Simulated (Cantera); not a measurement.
Predominance diagram of Mg at 775 K against the partial pressures of O₂ and Br₂ (log10, bar). Standard-state values (1 bar) from the NASA 1993 polynomials, evaluated with Cantera. Candidates: Mg(s), MgBr₂(s), MgO(s). Only these pure phases compete in this equilibrium. Not in the tables: oxide halides.

```
log p(Br₂) \ log p(O₂)
        columns: -52, -48.8, -45.5, -42.2, -39, -35.8, -32.5, -29.2, -26, -22.8, -19.5, -16.2, -13, -9.8, -6.5, -3.2, 0
      0  A A A A A A A A A A A A A B B B B
   -2.5  A A A A A A A A A A A B B B B B B
   -5.1  A A A A A A A A A A B B B B B B B
   -7.6  A A A A A A A A B B B B B B B B B
  -10.2  A A A A A A A B B B B B B B B B B
  -12.7  A A A A A B B B B B B B B B B B B
  -15.3  A A A A B B B B B B B B B B B B B
  -17.8  A A B B B B B B B B B B B B B B B
  -20.4  B B B B B B B B B B B B B B B B B
  -22.9  B B B B B B B B B B B B B B B B B
  -25.5  B B B B B B B B B B B B B B B B B
    -28  B B B B B B B B B B B B B B B B B
```

A: MgBr₂(s); B: MgO(s).
